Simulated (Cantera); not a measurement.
# Ignition delay

Mixture: H2 : O2 : N2 = 1 : 1 : 3.76 (molar parts), at 30000 Pa, adiabatic and at constant volume. Ignition delay is the time to a rise of 400 K.

Model: GRI-Mech 3.0 (53 species, 325 reactions), integrated in Cantera. Where the delays flatten at high temperature, the 400 K rule measures the pace of heat release, not the induction time.

| T0 (K) | delay (ms) |
|---|---|
| 1150 | 0.215 |
| 1225 | 0.161 |
| 1300 | 0.134 |
| 1375 | 0.120 |
| 1450 | 0.117 |
| 1525 | 0.120 |
| 1600 | 0.128 |
| 1675 | 0.140 |
| 1750 | 0.156 |
